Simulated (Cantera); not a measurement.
An isothermal, constant-pressure homogeneous reactor starts with 62.5 % NH₃, 37.5 % N₂, at 1925 K and 660 Torr.

Detailed kinetics in Cantera: the gas-phase N/H chemistry of the illustrative SiF4/NH3 mechanism in the Surface Chemkin manual (1991). Walls and surfaces, which speed up NH3 decomposition in real reactors, are not modelled.

x: mole fraction; the columns are a selection and need not sum to one.

| t (s) | x NH₃ | x NH₂ | x H | x H₂ | x N₂H₄ |
|---|---|---|---|---|---|
| 0.000300 | 0.623 | 0.000742 | 1.20e-6 | 0.00156 | 4.23e-7 |
| 0.000668 | 0.620 | 0.000755 | 2.45e-6 | 0.00440 | 4.38e-7 |
| 0.00149 | 0.613 | 0.000735 | 5.07e-6 | 0.0107 | 4.14e-7 |
| 0.00331 | 0.598 | 0.000699 | 1.06e-5 | 0.0243 | 3.75e-7 |
| 0.00737 | 0.567 | 0.000646 | 2.18e-5 | 0.0530 | 3.20e-7 |
| 0.0164 | 0.506 | 0.000575 | 4.45e-5 | 0.109 | 2.54e-7 |
| 0.0366 | (withheld) | (withheld) | (withheld) | (withheld) | (withheld) |
| 0.0814 | 0.252 | 0.000345 | 0.000167 | 0.344 | 9.14e-8 |
| 0.181 | 0.109 | 0.000192 | 0.000296 | 0.476 | 2.83e-8 |
| 0.403 | (withheld) | (withheld) | (withheld) | 0.551 | (withheld) |
| 0.898 | 0.00495 | 1.72e-5 | 0.000703 | 0.572 | 2.27e-10 |
| 2.00 | 0.00124 | 4.68e-6 | 0.000768 | 0.575 | 1.68e-11 |

### Question
What belongs in the gaps?

### Answer

- 0.0366, x NH₃: 0.400
- 0.0366, x NH₂: 0.000478
- 0.0366, x H: 8.83e-5
- 0.0366, x H₂: 0.208
- 0.0366, x N₂H₄: 1.75e-7
- 0.403, x NH₃: 0.0277
- 0.403, x NH₂: 7.04e-5
- 0.403, x H: 0.000496
- 0.403, x N₂H₄: 3.80e-9
